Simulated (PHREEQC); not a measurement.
Consider water at 82 °C with 0.00021 mol Cu(NO3)2 per kg of water. Closed to the air; pH follows from the charge balance.

All values are PHREEQC results (ion-association model, phreeqc.dat), not measurements.

Precipitation was switched off in this run.

Question: Estimate the pH, specific conductance.

Answer: pH 5.14; specific conductance 137 µS/cm.

Question: In which forms is Cu present?

Answer: Cu+2 97 %, Cu2(OH)2+2 3.3 % of the Cu.

At this temperature some constants are extrapolated from 25 °C, and those without enthalpy data are left unchanged.
